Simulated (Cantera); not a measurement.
Cantera with NASA thermochemical tables; ideal gases at 1 bar, condensed phases pure. Values are per mole of reaction as written; species without (g) are pure solids or liquids, kept so even where they would boil at 1 bar.

2 Ti + O2(g) → 2 TiO(g)

```
T (K)  ΔH° (kJ)  ΔS° (J/K)  ΔG° (kJ)  log10 K
-----  --------  ---------  --------  -------
623           ?          ?         ?        ?
673       102.9      187.7     -23.4     1.82
723       102.0      186.4     -32.8     2.37
773       101.1      185.2     -42.1     2.84
823       100.1      183.9     -51.3     3.25
873        99.0      182.7     -60.5     3.62
923        97.9      181.5     -69.6     3.94
973        96.8      180.2     -78.6     4.22
1023       95.5      179.0     -87.6     4.47
1073          ?          ?         ?        ?
1123       92.2      175.9    -105.3     4.90
```

### Question
What belongs in the gaps?

### Answer

- 623, ΔH° (kJ): 103.7
- 623, ΔS° (J/K): 189.0
- 623, ΔG° (kJ): -14.0
- 623, log10 K: 1.17
- 1073, ΔH° (kJ): 94.0
- 1073, ΔS° (J/K): 177.6
- 1073, ΔG° (kJ): -96.5
- 1073, log10 K: 4.70
